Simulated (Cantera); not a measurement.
Input: 1 mol acetone, 0.24 mol NH3, held at 1027 °C.

Equilibrium computed with Cantera from the NASA thermochemical tables; the gas is ideal and each condensed phase is pure. Candidate condensed phases: C, C6H6, C7H8, C8H18, H2O; 136 gas species. The feed counts by its element totals alone. Equilibrium is a limit: real reactors are often held back by kinetics, nucleation or transport.

Q: At 0.270 bar, list the 6 most abundant gas species with their mole fractions, and the condensed phases.

A: H2 0.748, CO 0.223, N2 0.0268, CH4 0.00119, H2O 0.000411, CO2 6.95e-5. Condensed: C(graphite).
